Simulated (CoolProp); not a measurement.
Vapour-liquid equilibrium of R143a (1) + isobutene (2) at -30.05 °C; x and y are mole fractions of (1).

Values from CoolProp's multi-fluid Helmholtz-energy mixture model, Lemmon and Jacobsen 2000 and Lemmon 2005; pair parameters Bell 2016.

Give the bubble pressure and the first vapour's composition at x = 0.35, 0.8, 0.95. Is there an azeotrope?

x = 0.35: 0.1447 MPa, y = 0.795; x = 0.8: 0.1930 MPa, y = 0.916; x = 0.95: 0.2090 MPa, y = 0.975. No azeotrope shows between x = 0.05 and 0.95.

Pair parameters are fitted to limited data, so mixtures are less certain than the pure fluids. With so large a gap from Raoult's law the liquid may split in two, which this calculation doesn't test in full.
